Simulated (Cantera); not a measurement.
## Thermodynamics of sublimation and decomposition of ceramics, feed Si₃N₄ + C + N₂

Input: 1 mol Si₃N₄, 0.043 mol C, 0.57 mol N₂, at 0.0133 bar.

These are equilibrium values from Cantera (NASA tables, ideal gas, pure condensed phases), not measurements of a reactor. Candidate condensed phases: C, Si, SiC, Si₃N₄; 20 gas species. Mutual solubility and eutectic melting of coexisting phases are not modelled. The tables' values for SiN are old estimates; treat these amounts as uncertain. Kinetics and transport are ignored.

```json
[
 {"T (K)": "2248", "log p N₂": "-1.90", "log p Si": "-3.24", "log p Si₂": "-4.99", "log p Si₂C": "-4.40", "log p SiN": "-5.00", "log p Si₂N": "-4.97", "n Si(l)": "2.82", "n SiC(s)": "0.0344"},
 {"T (K)": "2323", "log p N₂": "-1.92", "log p Si": "-2.94", "log p Si₂": "-4.64", "log p Si₂C": "-4.00", "log p SiN": "-4.77", "log p Si₂N": "-4.77", "n Si(l)": "2.67", "n SiC(s)": "0.0200"},
 {"T (K)": "2398", "log p N₂": "-1.96", "log p Si": "-2.67", "log p Si₂": "-4.31", "log p Si₂C": "-3.78", "log p SiN": "-4.58", "log p Si₂N": "-4.60", "n Si(l)": "2.37", "n SiC(s)": "0"},
 {"T (K)": "2473", "log p N₂": "-2.04", "log p Si": "-2.41", "log p Si₂": "-4.00", "log p Si₂C": "-3.84", "log p SiN": "-4.41", "log p Si₂N": "-4.46", "n Si(l)": "1.73", "n SiC(s)": "0"},
 {"T (K)": "2548", "log p N₂": "-2.20", "log p Si": "-2.18", "log p Si₂": "-3.73", "log p Si₂C": "-3.99", "log p SiN": "-4.31", "log p Si₂N": "-4.38", "n Si(l)": "0", "n SiC(s)": "0"},
 {"T (K)": "2623", "log p N₂": "-2.20", "log p Si": "-2.17", "log p Si₂": "-3.90", "log p Si₂C": "-4.02", "log p SiN": "-4.35", "log p Si₂N": "-4.66", "n Si(l)": "0", "n SiC(s)": "0"},
 {"T (K)": "2698", "log p N₂": "-2.21", "log p Si": "-2.16", "log p Si₂": "-4.06", "log p Si₂C": "-4.07", "log p SiN": "-4.38", "log p Si₂N": "-4.92", "n Si(l)": "0", "n SiC(s)": "0"},
 {"T (K)": "2773", "log p N₂": "-2.21", "log p Si": "-2.16", "log p Si₂": "-4.21", "log p Si₂C": "-4.17", "log p SiN": "-4.42", "log p Si₂N": "-5.18", "n Si(l)": "0", "n SiC(s)": "0"},
 {"T (K)": "2848", "log p N₂": "-2.21", "log p Si": "-2.16", "log p Si₂": "-4.36", "log p Si₂C": "-4.31", "log p SiN": "-4.46", "log p Si₂N": "-5.42", "n Si(l)": "0", "n SiC(s)": "0"},
 {"T (K)": "2923", "log p N₂": "-2.21", "log p Si": "-2.15", "log p Si₂": "-4.50", "log p Si₂C": "-4.48", "log p SiN": "-4.49", "log p Si₂N": "-5.66", "n Si(l)": "0", "n SiC(s)": "0"}
]
```
log p: log10 of the partial pressure in bar; n: condensed amount in mol.

From 2248 K to 2323 K the condensed part is Si(l) + SiC(s). From 2398 K to 2473 K the condensed part is Si(l). From 2548 K to 2923 K nothing is condensed. The main Si-bearing gas is Si throughout.
